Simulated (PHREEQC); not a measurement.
**Buffer: speciation**

Dissolve 0.13 mol/kgw NaHSO4, 0.0002 mol/kgw NH3 and 7.3e-05 mol/kgw LiCl at 25 °C. Closed to the air; pH follows from the charge balance.

Equilibrium calculation in PHREEQC: ion-association model, wateq4f.dat.

```
Property                  Value
----------------  -------------
pH                         1.37
ionic strength    0.223 mol/kgw
total alkalinity    -130 meq/kg
```

```tsv
species	molality	activity	log γ
Na+	0.122	0.0901	-0.132
HSO4-	0.0756	0.0545	-0.142
H+	0.0542	0.0430	-0.101
SO4-2	0.0464	0.0130	-0.551
NaSO4-	0.00796	0.00589	-0.131
NH4+	0.000171	0.000127	-0.129
Cl-	7.30e-5	5.14e-5	-0.153
Li+	6.90e-5	5.18e-5	-0.125
NH4SO4-	2.91e-5	2.13e-5	-0.136
LiSO4-	4.03e-6	2.95e-6	-0.136
```

Precipitation was switched off in this run. Species that the database lacks are ignored.
